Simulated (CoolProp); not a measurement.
Saturated liquid density (kg/m³) of fluorine: the reference equation beside estimates from Tc = 144.4 K, pc = 5.240 MPa, ω = 0.045.

Model: reference Helmholtz-energy equation of state, de Reuck 1990, in CoolProp.

```json
[
 {"T (K)": "92.7", "reference": "1446", "van der Waals": "991.9", "Redlich-Kwong": "1452", "Peng-Robinson": "1633"},
 {"T (K)": "95.5", "reference": "1425", "van der Waals": "977.2", "Redlich-Kwong": "1426", "Peng-Robinson": "1606"},
 {"T (K)": "98.3", "reference": "1403", "van der Waals": "962.0", "Redlich-Kwong": "1400", "Peng-Robinson": "1578"},
 {"T (K)": "101.2", "reference": "1380", "van der Waals": "945.8", "Redlich-Kwong": "1371", "Peng-Robinson": "1547"},
 {"T (K)": "104", "reference": "1357", "van der Waals": "929.4", "Redlich-Kwong": "1342", "Peng-Robinson": "1516"},
 {"T (K)": "106.8", "reference": "1333", "van der Waals": "___", "Redlich-Kwong": "1312", "Peng-Robinson": "1484"},
 {"T (K)": "109.6", "reference": "___", "van der Waals": "894.8", "Redlich-Kwong": "1280", "Peng-Robinson": "1450"},
 {"T (K)": "112.4", "reference": "1283", "van der Waals": "876.3", "Redlich-Kwong": "1247", "Peng-Robinson": "1413"},
 {"T (K)": "115.3", "reference": "1255", "van der Waals": "856.2", "Redlich-Kwong": "1210", "Peng-Robinson": "1374"},
 {"T (K)": "118.1", "reference": "1227", "van der Waals": "___", "Redlich-Kwong": "1174", "Peng-Robinson": "1333"},
 {"T (K)": "120.9", "reference": "1198", "van der Waals": "814.1", "Redlich-Kwong": "1135", "Peng-Robinson": "1289"},
 {"T (K)": "123.7", "reference": "1166", "van der Waals": "791.0", "Redlich-Kwong": "1093", "Peng-Robinson": "1242"},
 {"T (K)": "126.5", "reference": "1132", "van der Waals": "766.3", "Redlich-Kwong": "1049", "Peng-Robinson": "1191"},
 {"T (K)": "129.4", "reference": "1093", "van der Waals": "738.6", "Redlich-Kwong": "998.9", "Peng-Robinson": "___"}
]
```

Task: Fill in the missing entries.

Result: 
- 106.8, van der Waals: 912.5
- 109.6, reference: 1309
- 118.1, van der Waals: 835.7
- 129.4, Peng-Robinson: 1134

Absolute difference from the reference over all 14 rows, mean and median: van der Waals 31.8 and 31.7 %, Redlich-Kwong 3.2 and 2.5 %, Peng-Robinson 9.7 and 10.5 %.
